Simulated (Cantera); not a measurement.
Input (Python, Cantera):

```python
import numpy as np
import cantera as ct

gas = ct.Solution("gri30.yaml")
gas.TPX = 1573, 38000, {'CH4': 1, 'O2': 1.11, 'N2': 4.18}
reactor = ct.IdealGasConstPressureReactor(gas, energy="on", clone=False)
net = ct.ReactorNet([reactor])
net.rtol, net.atol = 1e-08, 1e-16
show = ['CH4', 'O2', 'NO2', 'C2H6', 'CH2CO']
times = np.geomspace(3e-06, 3, 15)

steps = ct.SolutionArray(gas, extra=["t"])
rows = []
print(f"{'t/s':>10s}{'T/K':>9s}{'P/Pa':>11s}" + "".join(f"{s:>11s}" for s in show))
for t in times:
    while net.time < t:
        t_next = net.step()
        steps.append(gas.state, t=t_next)
    rows.append([np.interp(t, steps.t, y) for y in (steps.T, steps.P, *steps(*show).X.T)])
    print(f"{t:10.3e}{rows[-1][0]:9.1f}{rows[-1][1]:11.4g}" + "".join(f"{x:11.3e}" for x in rows[-1][2:]))
rate = np.gradient(steps.T, steps.t)
print("integrator steps:", len(steps.t))
if steps.T.max() > steps.T[0] + 200:
    print(f"time of steepest temperature rise: {steps.t[rate.argmax()]:.4e} s")
gas.TPX = 1573, 38000, {'CH4': 1, 'O2': 1.11, 'N2': 4.18}
gas.equilibrate("HP")
print(f"equilibrium (HP): T = {gas.T:.1f} K  " + "  ".join(f"{s} {gas[s].X[0]:.3e}" for s in show))
```

Output:

```
       t/s      T/K       P/Pa        CH4         O2        NO2       C2H6      CH2CO
 3.000e-06   1573.0    3.8e+04  1.590e-01  1.765e-01  4.223e-22  2.013e-12  3.574e-20
 8.048e-06   1573.0    3.8e+04  1.590e-01  1.765e-01  1.420e-20  4.834e-11  9.017e-18
 2.159e-05   1573.0    3.8e+04  1.590e-01  1.765e-01  3.551e-19  1.081e-09  1.487e-15
 5.792e-05   1572.9    3.8e+04  1.590e-01  1.765e-01  8.570e-18  2.608e-08  2.467e-13
 1.554e-04   1572.8    3.8e+04  1.589e-01  1.764e-01  2.197e-16  7.822e-07  5.970e-11
 4.168e-04   1573.2    3.8e+04  1.584e-01  1.762e-01  5.755e-15  2.840e-05  2.306e-08
 1.118e-03   1596.3    3.8e+04  1.500e-01  1.711e-01  8.633e-13  8.623e-04  1.801e-05
 3.000e-03   2610.3    3.8e+04  7.075e-13  2.452e-04  6.854e-09  1.291e-25  1.938e-15
 8.048e-03   2592.3    3.8e+04  4.793e-13  2.910e-04  1.086e-08  7.172e-26  1.399e-15
 2.159e-02   2590.9    3.8e+04  4.822e-13  2.876e-04  1.501e-08  7.261e-26  1.403e-15
 5.792e-02   2590.7    3.8e+04  4.830e-13  2.870e-04  1.566e-08  7.285e-26  1.405e-15
 1.554e-01   2590.7    3.8e+04  4.830e-13  2.870e-04  1.566e-08  7.285e-26  1.405e-15
 4.168e-01   2590.7    3.8e+04  4.830e-13  2.870e-04  1.566e-08  7.285e-26  1.405e-15
 1.118e+00   2590.7    3.8e+04  4.830e-13  2.870e-04  1.566e-08  7.285e-26  1.405e-15
 3.000e+00   2590.7    3.8e+04  4.830e-13  2.870e-04  1.566e-08  7.285e-26  1.405e-15
integrator steps: 1889
time of steepest temperature rise: 1.5649e-03 s
equilibrium (HP): T = 2590.7 K  CH4 5.513e-13  O2 2.870e-04  NO2 1.566e-08  C2H6 9.247e-26  CH2CO 1.525e-15
```

Detailed kinetics in Cantera: GRI-Mech 3.0 (53 species, 325 reactions).
